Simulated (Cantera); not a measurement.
Cantera run:

```python
import numpy as np
import cantera as ct

gas_names = """
    CL CL2 H HCL H2 Si SiCL SiCL2 SiCL3 SiCL4 SiH SiHCL3 SiH2 SiH2CL2 SiH3 SiH3CL SiH4 Si2 Si3
""".split()
cond_names = """
    Si(cr) Si(L)
""".split()


def load(file, names, dense=False):
    # The tables refer to 1 bar. Condensed volumes are neglected.
    table = {s.name: s for s in ct.Species.list_from_file(file)}
    out = []
    for n in names:
        d = dict(table[n].input_data)
        d["thermo"] = dict(d["thermo"], **{"reference-pressure": 1e5})
        if dense:
            d["equation-of-state"] = {"model": "constant-volume", "density": "1e6 g/cm^3"}
        out.append(ct.Species.from_dict(d))
    return out


gas = ct.Solution(thermo="ideal-gas", species=load("nasa_gas.yaml", gas_names))
cond = {s.name: ct.Solution(thermo="fixed-stoichiometry", species=[s], name=s.name)
        for s in load("nasa_condensed.yaml", cond_names, dense=True)}
atoms = {
    'SiCl4': {'Si': 1, 'CL': 4},
    'Cl2': {'CL': 2},
    'H2': {'H': 2},
}
top_T = {}  # K; cautious upper limits of use, not melting points


def equilibrate(T, P, feed):
    n = {}
    for name, mol in feed.items():
        for a, k in atoms[name].items():
            n[a] = n.get(a, 0.0) + k * mol
    gas.TPX = T, P, n
    mass = sum(n.values()) * gas.mean_molecular_weight
    gas.equilibrate("TP")
    valid = [c for c in cond.values() if c.min_temp <= T <= top_T.get(c.name, c.max_temp)]
    mix = ct.Mixture([(gas, mass / gas.mean_molecular_weight)] + [(c, 0.0) for c in valid])
    mix.T, mix.P = T, P
    mix.equilibrate("TP", solver="vcs", rtol=1e-11, max_steps=5000)
    return mix


results = []
feed = {'SiCl4': 1, 'Cl2': 0.69, 'H2': 8.6}  # mol
P = 10000  # Pa
for T in [600, 675, 750, 825, 900, 975, 1050, 1125, 1200, 1275, 1350, 1425, 1500, 1575]:
    mix = equilibrate(T, P, feed)
    results.append((T, P, feed, dict(zip(mix.species_names, mix.species_moles))))

top = {s: max(r[3][s] / sum(r[3][g] for g in gas_names) for r in results) for s in gas_names}
cols = sorted((s for s in top if top[s] > 1e-06), key=lambda s: -top[s])[:8]
seen = [c for c in cond_names if any(r[3].get(c, 0) > 1e-12 for r in results)]
print("log10 of partial pressures in bar; condensed amounts in mol")
print(f"{'T/K':>10s}" + "".join(f"{s[:9]:>10s}" for s in cols + seen))
for T, P, feed, n in results:
    ng = sum(n[g] for g in gas_names)
    print(f"{T:10.4g}" + "".join(f"{np.log10(max(n[s] / ng * P / 1e5, 1e-99)):10.3f}" for s in cols)
          + "".join(f"{n.get(c, 0):10.4g}" for c in seen))
```

Output:

```
log10 of partial pressures in bar; condensed amounts in mol
       T/K        H2       HCL     SiCL4     SiCL2     SiCL3    SiHCL3   SiH2CL2         H
       600    -1.114    -1.872    -2.012   -16.352   -10.756    -5.815   -10.918   -16.892
       675    -1.114    -1.872    -2.013   -13.407    -9.039    -5.137    -9.469   -14.764
       750    -1.114    -1.872    -2.014   -11.061    -7.670    -4.600    -8.322   -13.057
       825    -1.115    -1.870    -2.015    -9.154    -6.557    -4.168    -7.393   -11.658
       900    -1.115    -1.868    -2.019    -7.577    -5.637    -3.814    -6.631   -10.490
       975    -1.116    -1.862    -2.027    -6.257    -4.868    -3.523    -6.000    -9.500
      1050    -1.118    -1.854    -2.040    -5.147    -4.222    -3.287    -5.478    -8.650
      1125    -1.120    -1.838    -2.063    -4.218    -3.686    -3.106    -5.060    -7.913
      1200    -1.126    -1.807    -2.111    -3.474    -3.264    -2.995    -4.763    -7.268
      1275    -1.138    -1.753    -2.204    -2.932    -2.974    -2.983    -4.620    -6.701
      1350    -1.155    -1.684    -2.362    -2.575    -2.818    -3.075    -4.625    -6.200
      1425    -1.174    -1.623    -2.597    -2.355    -2.773    -3.255    -4.729    -5.753
      1500    -1.189    -1.580    -2.902    -2.226    -2.815    -3.496    -4.889    -5.349
      1575    -1.199    -1.556    -3.253    -2.154    -2.913    -3.772    -5.073    -4.981
```

Equilibrium computed with Cantera from the NASA thermochemical tables; the gas is ideal and each condensed phase is pure. The tables' values for SiCl3 are old estimates; treat these amounts as uncertain.
